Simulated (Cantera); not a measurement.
Ignition delay

Mixture: CH₄ : CO : O₂ : N₂ = 1 : 0.11 : 2.51 : 9.42 (molar parts), equivalence ratio 0.82, at 0.320 bar, adiabatic and at constant pressure. Ignition delay is the time to a rise of 400 K.

Computed with Cantera and GRI-Mech 3.0 (53 species, 325 reactions).

```
T0 (K)  delay (ms)
------  ----------
1200           106
1300          25.1
1400          7.34
1500          2.67
1600          1.17
1700         0.580
1800         0.316
1900         0.185
```

| Quantity | Result |
|---|---|
| apparent activation energy between 1700 and 1900 K | 150 kJ/mol |
